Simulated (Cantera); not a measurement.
A freely propagating, adiabatic, planar premixed flame of H2 : O2 : N2 = 1 : 0.25 : 0.8 (molar parts), equivalence ratio 2.0, unburnt at 625 K and 5.40 bar; mixture-averaged transport, grid criteria slope 0.08 and curve 0.16, no radiation.

Detailed kinetics in Cantera: the H2/O2 subset of GRI-Mech 3.0, which has no nitrogen chemistry. The hydrogen kinetics of GRI-Mech 3.0 are dated; newer H2 mechanisms differ, most at raised pressure. Burning velocities carry a grid error of a few per cent, more on coarse grids.

x: mole fraction of selected species; z is measured from the peak of heat release.

| z (mm) | T (K) | u (m/s) | x H2 | x O2 | x OH | x H2O2 | x H2O | x O |
|---|---|---|---|---|---|---|---|---|
| -0.155 | 625 | 11.3 | 0.488 | 0.122 | <1e-8 | <1e-8 | <1e-8 | <1e-8 |
| -0.103 | 625 | 11.3 | 0.488 | 0.122 | <1e-8 | <1e-8 | <1e-8 | <1e-8 |
| -0.0773 | 625 | 11.3 | 0.488 | 0.122 | <1e-8 | <1e-8 | 2.16e-8 | <1e-8 |
| -0.0515 | 625 | 11.3 | 0.488 | 0.122 | <1e-8 | <1e-8 | 1.66e-6 | 1.32e-8 |
| -0.0258 | 670 | 11.9 | 0.480 | 0.122 | 8.66e-5 | 1.07e-5 | 0.00166 | 1.54e-5 |
| -0.0129 | [?] | 16.5 | 0.442 | 0.115 | [?] | [?] | [?] | [?] |
| 0 | 1392 | 23.3 | 0.359 | 0.0799 | 0.00273 | 1.29e-5 | 0.105 | 0.00237 |
| 0.0129 | 1700 | 28.2 | 0.282 | 0.0334 | 0.00510 | 2.99e-6 | 0.194 | 0.00314 |
| 0.0258 | 1856 | 30.6 | 0.249 | 0.0107 | 0.00613 | 1.61e-6 | 0.238 | 0.00218 |
| 0.0515 | 1992 | 32.6 | 0.242 | [?] | 0.00650 | [?] | 0.258 | [?] |
| 0.103 | 2115 | 34.4 | 0.249 | 0.000400 | 0.00599 | 4.15e-7 | 0.264 | 0.000799 |
| 0.206 | 2223 | 35.8 | 0.258 | 0.000197 | 0.00484 | 2.29e-7 | 0.268 | 0.000424 |
| 0.412 | 2308 | 36.9 | 0.264 | 8.72e-5 | 0.00348 | 1.20e-7 | 0.271 | 0.000189 |

**Question.** Complete the blanks.

**Answer.** 
- -0.0129, T (K): 955
- -0.0129, x OH: 0.00105
- -0.0129, x H2O2: 4.31e-5
- -0.0129, x H2O: 0.0275
- -0.0129, x O: 0.000378
- 0.0515, x O2: 0.00162
- 0.0515, x H2O2: 7.87e-7
- 0.0515, x O: 0.00129
